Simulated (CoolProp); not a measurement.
Vapour-liquid equilibrium of propane (1) + R245fa (2) at 26.45 °C; x and y are mole fractions of (1).

Values from CoolProp's multi-fluid Helmholtz-energy mixture model, Lemmon 2009 and Akasaka 2015; pair parameters Bell 2016.

```json
[
 {"x": "0.05", "bubble pressure (kPa)": "309.4", "y at the bubble point": "?", "dew pressure at overall composition x (kPa)": "165.1", "liquid density (mol/L)": "9.984"},
 {"x": "0.2", "bubble pressure (kPa)": "617.1", "y at the bubble point": "0.757", "dew pressure at overall composition x (kPa)": "196.3", "liquid density (mol/L)": "?"},
 {"x": "0.35", "bubble pressure (kPa)": "?", "y at the bubble point": "0.812", "dew pressure at overall composition x (kPa)": "241.4", "liquid density (mol/L)": "10.14"},
 {"x": "0.5", "bubble pressure (kPa)": "827.8", "y at the bubble point": "0.836", "dew pressure at overall composition x (kPa)": "312.6", "liquid density (mol/L)": "10.23"},
 {"x": "0.65", "bubble pressure (kPa)": "875.2", "y at the bubble point": "0.858", "dew pressure at overall composition x (kPa)": "441.4", "liquid density (mol/L)": "10.37"},
 {"x": "0.8", "bubble pressure (kPa)": "?", "y at the bubble point": "0.893", "dew pressure at overall composition x (kPa)": "?", "liquid density (mol/L)": "10.60"},
 {"x": "0.95", "bubble pressure (kPa)": "976.1", "y at the bubble point": "0.962", "dew pressure at overall composition x (kPa)": "?", "liquid density (mol/L)": "?"}
]
```

Task: Complete the blanks.

Result: 
- 0.05, y at the bubble point: 0.495
- 0.2, liquid density (mol/L): 10.06
- 0.35, bubble pressure (kPa): 760.6
- 0.8, bubble pressure (kPa): 925.8
- 0.8, dew pressure at overall composition x (kPa): 726.2
- 0.95, dew pressure at overall composition x (kPa): 970.4
- 0.95, liquid density (mol/L): 10.96

No azeotrope shows between x = 0.05 and 0.95.

The pair parameters rest on a limited set of measurements; away from them the model extrapolates. With so large a gap from Raoult's law the liquid may split in two, which this calculation doesn't test in full.
